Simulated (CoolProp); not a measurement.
Computed with CoolProp (reference Helmholtz-energy equation of state, Wu 2011).

### Question
For dimethyl ether, give the phase and the density (kg/m³), cp (kJ/(kg K)), isothermal compressibility (1/MPa), viscosity (µPa s) at 525 K and 23100 kPa; 525 K and 26900 kPa.

### Answer
- 525 K and 23100 kPa: supercritical; density 348, cp 3.04, isothermal compressibility 0.0295, viscosity 37.0
- 525 K and 26900 kPa: supercritical; density 382, cp 2.97, isothermal compressibility 0.0208, viscosity 41.4

Viscosity comes from a separate model (Meng 2012).
